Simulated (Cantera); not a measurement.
# Equilibrium for iron carbonyl, mercury and lead vapours: HgO + H₂

Feed: 1 mol HgO, a varied amount of H₂, equilibrated at 0.0100 bar.

Cantera equilibrium calculation (NASA polynomials, part measured and part estimated; ideal gas, pure solids and liquids). Candidate condensed phases: H₂O, Hg, HgO; 10 gas species. Equilibrium is a limit: real reactors are often held back by kinetics, nucleation or transport.

### Question
Map the stable condensed phases over T = 500, 525, 550, 575, 600, 625, 650, 675, 700, 725, 750 K and n(H₂) in mol = 0.4, 0.61, 0.82, 1, 1.2, 1.5, 1.7, 1.9, 2.1, 2.3, 2.5, 2.7, 2.9.

### Answer
```
T in K \ n(H₂) in mol
          0.4 0.61 0.82    1  1.2  1.5  1.7  1.9  2.1  2.3  2.5  2.7  2.9
    750     A    A    A    A    A    A    A    A    A    A    A    A    A
    725     A    A    A    A    A    A    A    A    A    A    A    A    A
    700     A    A    A    A    A    A    A    A    A    A    A    A    A
    675     A    A    A    A    A    A    A    A    A    A    A    A    A
    650     A    A    A    A    A    A    A    A    A    A    A    A    A
    625     A    A    A    A    A    A    A    A    A    A    A    A    A
    600     A    A    A    A    A    A    A    A    A    A    A    A    A
    575     A    A    A    A    A    A    A    A    A    A    A    A    A
    550     B    A    A    A    A    A    A    A    A    A    A    A    A
    525     B    B    B    A    A    A    A    A    A    A    A    A    A
    500     B    B    B    A    A    A    A    A    A    A    A    A    A
```
A: gas only; B: HgO.
